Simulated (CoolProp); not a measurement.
Vapour-liquid equilibrium of propane (1) + R114 (2) at 331.7 K; x and y are mole fractions of (1).

Computed with CoolProp (multi-fluid Helmholtz-energy mixture model, Lemmon 2009 and Platzer 1990; pair parameters Bell 2016). This equation is an older, rougher fit; its heat capacities, sound speeds and derivatives of the liquid may be far off and weren't checked against measurements.

```
x     bubble pressure, mixture model (bar)  bubble pressure, Raoult's law (bar)  y, mixture model  y, Raoult's law
----  ------------------------------------  -----------------------------------  ----------------  ---------------
0.05                                 6.503                                6.335             0.161            0.162
0.15                                     ?                                7.831             0.374            0.394
0.25                                 9.835                                9.326             0.512            0.551
0.35                                 11.34                                10.82             0.611            0.664
0.45                                 12.78                                12.32             0.688            0.751
0.55                                 14.18                                13.81             0.754            0.818
0.65                                     ?                                15.31             0.812            0.872
0.75                                 16.94                                16.80                 ?            0.917
0.85                                 18.35                                18.30                 ?            0.954
0.95                                 19.80                                19.80             0.973            0.986
```

Problem. Complete the blanks.

Solution. 
- 0.15, bubble pressure, mixture model (bar): 8.230
- 0.65, bubble pressure, mixture model (bar): 15.56
- 0.75, y, mixture model: 0.866
- 0.85, y, mixture model: 0.919

The largest gap from Raoult's law is +5.5 % in bubble pressure, at x = 0.25. No azeotrope shows between x = 0.05 and 0.95.

Pair parameters are fitted to limited data, so mixtures are less certain than the pure fluids.
